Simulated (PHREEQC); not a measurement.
# Hard or scaling water (model solution)

Dissolve 8.9e-05 mol/kgw CaSO4, 0.0014 mol/kgw Na2SO4 and 2.1e-05 mol/kgw NaCl at 20 °C. Closed to the air; pH follows from the charge balance.

Computed with PHREEQC (Pitzer model, pitzer.dat).

No solid was allowed to form.

Problem. Estimate the specific conductance, osmotic coefficient.

Solution. specific conductance 321 µS/cm; osmotic coefficient 0.950.

Species that the database lacks are ignored.
